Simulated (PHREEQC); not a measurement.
Dissolve 0.039 mmol/kgw HCl and 0.27 mmol/kgw ZnCl2 at 25 °C. Closed to the air; pH follows from the charge balance.

Model: ion-association model, wateq4f.dat, run in PHREEQC.

The pH is 4.42. The ionic strength is 0.000848 mol/kgw. The total alkalinity is -0.0390 meq/kg.

| species | molality | activity | log γ |
|---|---|---|---|
| Cl- | 0.000579 | 0.000560 | -0.014 |
| Zn+2 | 0.000270 | 0.000237 | -0.056 |
| H+ | 3.90e-5 | 3.78e-5 | -0.014 |
| ZnCl+ | 3.69e-7 | 3.57e-7 | -0.014 |
| ZnOH+ | 7.10e-9 | 6.87e-9 | -0.014 |

This is a speciation only: nothing precipitates in the calculation.
